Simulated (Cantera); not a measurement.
Equilibrium for boron, boron nitride and boron oxide: borazine + H2O

Feed: 1 mol borazine, 18 mol H2O, held at 1073 K.

Cantera equilibrium calculation (NASA polynomials, part measured and part estimated; ideal gas, pure solids and liquids). Candidate condensed phases: B, BN, B2O3, B3O3H3, H2O; 39 gas species. The feed counts by its element totals alone. Gases not in the tables: H3BO3. Rates play no part.

From 0.000100 bar to 1.00 bar the condensed part is B2O3(l). The share of B in condensed phases is highest at 0.00220 bar (97.7 %) and lowest at 1.00 bar (80.0 %).

| P (Pa) | x H2O | x H2 | x N2 | x (HBO2)3 | n B2O3(l) |
|---|---|---|---|---|---|
| 10 | 0.593 | 0.332 | 0.0664 | 8.99e-5 | 1.40 |
| 28 | 0.596 | 0.333 | 0.0665 | 0.000151 | 1.44 |
| 77 | 0.597 | 0.333 | 0.0666 | 0.000252 | 1.46 |
| 220 | 0.598 | 0.333 | 0.0666 | 0.000427 | 1.47 |
| 600 | 0.598 | 0.333 | 0.0667 | 0.000705 | 1.46 |
| 1700 | 0.598 | 0.333 | 0.0667 | 0.00119 | 1.45 |
| 4600 | 0.597 | 0.334 | 0.0667 | 0.00195 | 1.43 |
| 13000 | 0.596 | 0.334 | 0.0668 | 0.00326 | 1.39 |
| 36000 | 0.593 | 0.334 | 0.0668 | 0.00540 | 1.32 |
| 100000 | 0.589 | 0.335 | 0.0670 | 0.00890 | 1.20 |
x: gas mole fraction; n: condensed amount in mol.
